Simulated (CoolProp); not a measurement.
m-xylene along the isobar 0.101 MPa: density (kg/m³) from the reference equation and from simpler models built on Tc = 616.9 K, pc = 3.535 MPa, ω = 0.326; each cubic takes its own stable root.

Values from CoolProp's reference Helmholtz-energy equation of state, Zhou 2012.

| T (K) | phase | reference |
|---|---|---|
| 253.1 | liquid | 898.0 |
| 266.1 | liquid | 887.1 |
| 279.1 | liquid | 876.2 |
| 292.2 | liquid | 865.0 |
| 305.2 | liquid | 853.8 |
| 318.2 | liquid | 842.5 |
| 331.2 | liquid | 831.1 |
| 344.2 | liquid | 819.5 |
| 357.2 | liquid | 807.7 |
| 370.3 | liquid | 795.7 |
| 383.3 | liquid | 783.5 |
| 396.3 | liquid | 771.0 |
| 409.3 | liquid | 758.2 |
| 422.3 | gas | 3.179 |
| 435.3 | gas | 3.070 |
| 448.4 | gas | 2.969 |

How far does each simpler model (van der Waals, Soave-Redlich-Kwong, Peng-Robinson) lie from the reference over these 16 states: mean and median of the absolute difference, and the worst?


- van der Waals: mean 63.8 %, median 71.8 %, worst -99.6 % at 409.3 K and 0.101 MPa
- Soave-Redlich-Kwong: mean 11.2 %, median 13.3 %, worst -15.0 % at 253.1 K and 0.101 MPa
- Peng-Robinson: mean 2.4 %, median 2.3 %, worst -4.7 % at 253.1 K and 0.101 MPa

At some of these states van der Waals gives the other phase, because its saturation line lies elsewhere.
